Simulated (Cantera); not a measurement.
Source: NASA polynomial tables (part measured, part estimated), evaluated in Cantera. Values are per mole of reaction as written; species without (g) are pure solids or liquids, kept so even where they would boil at 1 bar.

8 BN + 6 NO₂(g) → 7 N₂(g) + 4 B₂O₃(g)

```csv
T (K),ΔH° (kJ),ΔS° (J/K),ΔG° (kJ),log10 K
300,-1541.6,917.6,-1816.9,316.34
723,…,…,…,…
823,-1537.5,937.3,-2308.9,146.54
923,-1542.2,931.8,-2402.3,135.95
1023,-1548.0,925.9,-2495.2,127.40
1123,-1554.4,919.9,-2587.5,120.35
1223,…,…,…,…
1323,-1568.2,908.7,-2770.3,109.38
1423,-1575.4,903.4,-2860.9,105.02
1523,-1582.8,898.4,-2951.0,101.21
```

### Question
Complete the blanks.

### Answer

- 723, ΔH° (kJ): -1533.7
- 723, ΔS° (J/K): 942.2
- 723, ΔG° (kJ): -2214.9
- 723, log10 K: 160.02
- 1223, ΔH° (kJ): -1561.2
- 1223, ΔS° (J/K): 914.2
- 1223, ΔG° (kJ): -2679.2
- 1223, log10 K: 114.43
